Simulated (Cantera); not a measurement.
**Low-pressure radical oxidation in H2/O2**

A perfectly stirred reactor is fed with H2 : O2 : H2O = 0.22 : 1 : 0.0032 (molar parts), equivalence ratio 0.11, at 0.0132 atm; it is held at 1398 K, and followed from long to short residence time.

Cantera simulation using GRI-Mech 3.0 (53 species, 325 reactions); the numbers are that mechanism's predictions, not measurements. Radical loss at walls, strong at low pressure, is not modelled. The temperature is held fixed by assumption; the heat of reaction is taken as removed at once.

```tsv
τ (s)	x H2	x O2	x OH	x H	x HO2	x H2O2
7.4	0.000191	0.797	0.00246	0.000105	1.09e-6	5.44e-8
2.3	0.000411	0.795	0.00362	0.000340	1.86e-6	8.03e-8
0.69	0.000895	0.791	0.00536	0.00111	2.93e-6	1.15e-7
0.21	0.00187	0.782	0.00774	0.00346	4.09e-6	1.55e-7
0.065	0.00364	0.766	0.0107	0.00969	4.99e-6	1.89e-7
0.020	0.00624	0.742	0.0137	0.0223	5.36e-6	2.05e-7
0.0062	0.00921	0.719	0.0158	0.0367	5.30e-6	2.06e-7
0.0019	0.0137	0.710	0.0174	0.0458	5.18e-6	2.14e-7
```
x: mole fraction; the columns are a selection and need not sum to one.
